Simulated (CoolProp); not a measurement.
Model: reference Helmholtz-energy equation of state, Platzer 1990, in CoolProp. This equation is an older, rougher fit; its heat capacities, sound speeds and derivatives of the liquid may be far off and weren't checked against measurements.

Task: Give the vapour pressure (kPa), enthalpy of vaporisation (kJ/kg), liquid viscosity (µPa s) of saturated c-C4F8 (RC318) at 268, 279.6 K.

Result: 
```csv
T (K),p (kPa),enthalpy of vaporisation (kJ/kg),liquid viscosity (µPa s)
268,105,116,574
279.6,165,112,479
```

Viscosity comes from a separate model (Huber 2003), an estimate that may be off by 10 % or more.
